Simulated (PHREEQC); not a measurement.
1 kg of water holding 0.14 mol KHCO3, 0.0044 mol K2CO3, 0.3 mol KCl and 0.014 mol K2SO4 is evaporated at 5 °C; the solids stay in contact with the brine. CO2 from the air is kept out. Only these solids could form: Arcanite, Kalicinite, Misenite, Sylvite.

Model: Pitzer model, pitzer.dat, run in PHREEQC.

| water left (kg) | ionic strength | water activity | Sylvite (mol) | Arcanite (mol) | C in solution (mol/kgw) | K in solution (mol/kgw) |
|---|---|---|---|---|---|---|
| 1 | 0.496 | 0.985 | 0 | 0 | 0.144 | 0.477 |
| 0.8219 | 0.603 | 0.982 | 0 | 0 | 0.176 | 0.580 |
| 0.5552 | 0.893 | 0.974 | 0 | 0 | 0.260 | 0.859 |
| 0.4563 | 1.09 | 0.968 | 0 | 0 | 0.316 | 1.04 |
| 0.375 | 1.32 | 0.962 | 0 | 0 | 0.385 | 1.27 |
| 0.2533 | 1.96 | 0.944 | 0 | 0 | 0.570 | 1.88 |
| 0.2082 | 2.38 | 0.932 | 0 | 0 | 0.694 | 2.29 |
| 0.1407 | 3.53 | 0.901 | 0 | 0 | 1.03 | 3.39 |
| 0.1156 | 4.22 | 0.881 | 0 | 0.00270 | 1.25 | 4.08 |
| 0.09502 | 5.03 | 0.858 | 0 | 0.00589 | 1.52 | 4.89 |
| 0.06417 | 5.72 | 0.845 | 0.104 | 0.00815 | 2.25 | 5.55 |
| 0.05275 | 6.15 | 0.840 | 0.145 | 0.00884 | 2.74 | 5.95 |
| 0.04335 | 6.69 | 0.835 | 0.178 | 0.00932 | 3.33 | 6.47 |
| 0.02929 | 8.32 | 0.829 | 0.223 | 0.00957 | 4.93 | 8.02 |
| 0.02406 | 9.58 | 0.836 | 0.237 | 0.00913 | 6.00 | 9.19 |

Arcanite from water left = 0.1156 kg (pH 8.25); Sylvite from water left = 0.07808 kg (pH 8.24).

Constants without temperature data keep their 25 °C values here.
